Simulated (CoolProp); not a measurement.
Vapour-liquid equilibrium of CH2F2 (R32) (1) + R152A (2) at 0.304 bar; x and y are mole fractions of (1).

Computed with CoolProp (multi-fluid Helmholtz-energy mixture model, Tillner-Roth 1997 and Outcalt 1996; pair parameters Bell 2016).

Task: Give the bubble temperature and the first vapour's composition at x = 0.05, 0.25, 0.85. Is there an azeotrope?

Result: x = 0.05: 222.3 K, y = 0.182; x = 0.25: 214.4 K, y = 0.592; x = 0.85: 202.4 K, y = 0.960. No azeotrope shows between x = 0.05 and 0.95.

Pair parameters are fitted to limited data, so mixtures are less certain than the pure fluids.
